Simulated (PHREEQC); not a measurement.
Make-up at 25 °C: 0.86 mol/kgw H2SO4, 0.14 mol/kgw Na2SO4 and 1 mol/kgw NaCl. Closed to the air; pH follows from the charge balance.

Model: Pitzer model, pitzer.dat, run in PHREEQC.

Each row changes one thing in this solution. No solid was allowed to form.

```
case                                pH  ionic strength (mol/kgw)  HSO4- (mol/kgw)  SO4-2 (mol/kgw)  SI of Mirabilite (Na2SO4:10H2O)  SI of Thenardite (Na2SO4)
-------------------------------  -----  ------------------------  ---------------  ---------------  -------------------------------  -------------------------
as made                          -0.13                      2.48            0.761            0.239                            -1.44                      -2.03
temperature from 25 to 20 °C     -0.14                      2.53            0.736            0.264                            -1.18                      -2.02
Na2SO4 left out                  -0.16                      2.26            0.660            0.200                            -1.68                      -2.30
NaCl from 1 to 5 mol/kgw         -0.83                      6.23            0.884            0.116                            -1.35                      -1.05
temperature from 25 to 35 °C     -0.10                      2.39            0.806            0.194                            -1.92                      -2.07
Na2SO4 from 0.14 to 1.4 mol/kgw   0.22                      5.08             1.35            0.908                            -0.38                      -0.79
NaCl left out                     0.04                      1.48            0.759            0.241                            -2.44                      -3.21
```

In brines, pH and single-ion activities rest on the MacInnes convention.
